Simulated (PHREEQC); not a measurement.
Dissolve 0.00064 mol/kgw H2S, 0.00089 mol/kgw HCl and 0.025 mol/kgw ZnCl2 at 35 °C. Closed to the air; pH follows from the charge balance.

Computed with PHREEQC (ion-association model, wateq4f.dat).

**Question.** The ionic strength comes out as 0.0715 mol/kgw. What activity coefficients do ZnCl3-, Cl-, Zn+2, H+, ZnCl+ get?

**Answer.** ZnCl3- 0.79, Cl- 0.79, Zn+2 0.43, H+ 0.84, ZnCl+ 0.79.

Precipitation was switched off in this run. Examples of supersaturated solids here: ZnS(a), Sphalerite (slow to form). Others may be too. Species that the database lacks are ignored. The polysulfide entries of wateq4f.dat were taken out for this run.
